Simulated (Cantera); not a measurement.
Cantera run:

```python
import numpy as np
import cantera as ct

gas_names = """
    H HNO HNO2 HNO3 HO2 H2 H2O H2O2 N NH NH2 NH3 NH2OH NO NO2 NO3 N2 N2H2 N2H4 N2O O OH O2 O3 Si SiH
    SiH2 SiH3 SiH4 SiN SiO SiO2 Si2 Si2N Si3
""".split()
cond_names = """
    H2O(s) H2O(L) Si(cr) Si(L) SiO2(Lqz) SiO2(hqz) SiO2(L) Si2N2O(s) Si3N4(a)
""".split()


# ... load() reads the species with a 1 bar reference pressure and builds the phases ...
atoms = {
    'SiH4': {'Si': 1, 'H': 4},
    'NO': {'N': 1, 'O': 1},
}
top_T = {'Si2N2O(s)': 2100, 'Si3N4(a)': 2400}  # K; cautious upper limits of use, not melting points


# ... equilibrate(T, P, feed) seeds the gas with the atoms and calls Mixture.equilibrate('TP', solver="vcs", rtol=1e-11, max_steps=5000) ...
results = []
feed = {'SiH4': 1, 'NO': 4.8}  # mol
T = 825  # K
P = 1900  # Pa
mix = equilibrate(T, P, feed)
results.append((T, P, feed, dict(zip(mix.species_names, mix.species_moles))))
x = sorted(zip(gas.X, gas.species_names), reverse=True)
print(f"T = {T:g} K  P = {P:g} Pa  gas = {mix.phase_moles(0):.4g} mol")
print("   x: " + "  ".join(f"{s} {v:.3e}" for v, s in x if v > 0.001))
print("   condensed (mol): " + ("  ".join(f"{mix.phase(i).name} {mix.phase_moles(i):.4g}"
      for i in range(1, mix.n_phases) if mix.phase_moles(i) > 1e-12) or "none"))
```

Output:

```
T = 825 K  P = 1900 Pa  gas = 4.8 mol
   x: N2 5.000e-01  H2O 4.167e-01  O2 8.333e-02
   condensed (mol): SiO2(Lqz) 1
```

Cantera equilibrium calculation (NASA polynomials, part measured and part estimated; ideal gas, pure solids and liquids).
